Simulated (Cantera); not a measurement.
What does this Cantera script print?

```python
import numpy as np
import cantera as ct

gas_names = """
    H HNO HNO2 HNO3 HO2 H2 H2O H2O2 N NH NH2 NH3 NH2OH NO NO2 NO3 N2 N2H2 N2H4 N2O O OH O2 O3 V VN VO
    VO2
""".split()
cond_names = """
    H2O(s) H2O(L) V(cr) V(L) VN(s) VO(s) VO(L) V2O3(s) V2O3(L) V2O4(I) V2O4(II) V2O4(L) V2O5(s) V2O5(L)
""".split()


# ... load() reads the species with a 1 bar reference pressure and builds the phases ...
atoms = {
    'V2O5': {'V': 2, 'O': 5},
    'H2': {'H': 2},
    'N2': {'N': 2},
}
top_T = {'VN(s)': 2300}  # K; cautious upper limits of use, not melting points


# ... equilibrate(T, P, feed) seeds the gas with the atoms and calls Mixture.equilibrate('TP', solver="vcs", rtol=1e-11, max_steps=5000) ...
results = []
feed = {'V2O5': 1, 'H2': 1600, 'N2': 3}  # mol
P = 1333.22  # Pa
for T in [898, 1048, 1198, 1348, 1498, 1648, 1798, 1948]:
    mix = equilibrate(T, P, feed)
    results.append((T, P, feed, dict(zip(mix.species_names, mix.species_moles))))
    x = sorted(zip(gas.X, gas.species_names), reverse=True)
    print(f"T = {T:g} K  P = {P:g} Pa  gas = {mix.phase_moles(0):.4g} mol")
    print("   x: " + "  ".join(f"{s} {v:.3e}" for v, s in x if v > 0.0001))
    print("   condensed (mol): " + ("  ".join(f"{mix.phase(i).name} {mix.phase_moles(i):.4g}"
          for i in range(1, mix.n_phases) if mix.phase_moles(i) > 1e-12) or "none"))
```

Result:

```
T = 898 K  P = 1333.22 Pa  gas = 1603 mol
   x: H2 9.969e-01  N2 1.871e-03  H2O 1.248e-03
   condensed (mol): V2O3(s) 1
T = 1048 K  P = 1333.22 Pa  gas = 1603 mol
   x: H2 9.969e-01  N2 1.871e-03  H2O 1.248e-03
   condensed (mol): V2O3(s) 1
T = 1198 K  P = 1333.22 Pa  gas = 1603 mol
   x: H2 9.969e-01  N2 1.871e-03  H2O 1.248e-03
   condensed (mol): V2O3(s) 1
T = 1348 K  P = 1333.22 Pa  gas = 1603 mol
   x: H2 9.967e-01  N2 1.871e-03  H2O 1.419e-03
   condensed (mol): VO(s) 0.5489  V2O3(s) 0.7255
T = 1498 K  P = 1333.22 Pa  gas = 1603 mol
   x: H2 9.961e-01  N2 1.871e-03  H2O 1.871e-03  H 1.485e-04
   condensed (mol): VO(s) 2
T = 1648 K  P = 1333.22 Pa  gas = 1604 mol
   x: H2 9.955e-01  N2 1.871e-03  H2O 1.870e-03  H 7.695e-04
   condensed (mol): VO(s) 1.999
T = 1798 K  P = 1333.22 Pa  gas = 1605 mol
   x: H2 9.932e-01  H 3.039e-03  N2 1.869e-03  H2O 1.865e-03
   condensed (mol): VO(s) 1.986
T = 1948 K  P = 1333.22 Pa  gas = 1611 mol
   x: H2 9.865e-01  H 9.720e-03  N2 1.862e-03  H2O 1.839e-03
   condensed (mol): VO(s) 1.827
```

Equilibrium computed with Cantera from the NASA thermochemical tables; the gas is ideal and each condensed phase is pure. Mutual solubility and eutectic melting of coexisting phases are not modelled. VO: taken at fixed stoichiometry. Condensed phases not in the tables: the oxides between V2O3 and V2O5 other than VO2.
